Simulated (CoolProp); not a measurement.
A single-stage vapour-compression cycle with C2F6 (R116): evaporating at 201.15 K (dew point), condensing at 244.15 K (bubble point), superheat 5 K, subcooling 2 K, compressor efficiency 0.9, no pressure losses. Each further row changes one setting.

Model: reference Helmholtz-energy equation of state, Lemmon 2006, in CoolProp. It is a short technical equation, of lower accuracy than the large ones.

```
case                              cooling COP  pressure ratio  discharge temperature (K)  refrigerating effect (kJ/kg)  volumetric capacity (kJ/m³)
--------------------------------  -----------  --------------  -------------------------  ----------------------------  ---------------------------
as stated                          (withheld)            5.67                      252.2                          75.4                          890
evaporating temperature 206.15 K         3.83            4.45                      251.4                          78.0                         1160
condensing temperature 239.15 K    (withheld)      (withheld)                      247.2                          80.9                          954
subcooling 7 K                           3.42            5.67                      252.2                          80.9                          954
superheat 15 K                     (withheld)            5.67                 (withheld)                          81.9                   (withheld)
compressor efficiency 0.8                2.84            5.67                      255.9                          75.4                          890
```

Some entries are withheld; supply them.


- as stated, cooling COP: 3.19
- condensing temperature 239.15 K, cooling COP: 3.79
- condensing temperature 239.15 K, pressure ratio: 4.80
- superheat 15 K, cooling COP: 3.26
- superheat 15 K, discharge temperature (K): 262.1
- superheat 15 K, volumetric capacity (kJ/m³): 914
